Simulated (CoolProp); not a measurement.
Properties of R1336mzz(Z) along the isobar 0.316 MPa.

Values from CoolProp's reference Helmholtz-energy equation of state, McLinden 2020.

```tsv
T (K)	phase	density (kg/m³)	cp (kJ/(kg K))	speed of sound (m/s)	expansivity (1/kK)	fugacity coefficient
319.3	liquid	1309	1.265	553.1	2.134	0.4701
332.2	liquid	1272	1.294	507.2	2.319	0.6908
345.1	gas	20.28	1.007	122.9	4.447	0.9020
358	gas	19.21	1.012	127.0	3.999	0.9148
370.9	gas	18.28	1.019	130.8	3.658	0.9253
383.8	gas	17.47	1.029	134.3	3.387	0.9342
396.7	gas	16.75	1.039	137.6	3.167	0.9417
409.6	gas	16.10	1.050	140.7	2.984	0.9481
422.6	gas	15.50	1.062	143.7	2.826	0.9537
435.5	gas	14.96	1.074	146.5	2.690	0.9585
448.4	gas	14.46	1.085	149.2	2.571	0.9627
461.3	gas	14.00	1.097	151.9	2.465	0.9664
474.2	gas	13.57	1.108	154.4	2.370	0.9697
487.1	gas	13.17	1.119	156.9	2.284	0.9726
500	gas	12.79	1.130	159.3	2.205	0.9753
```
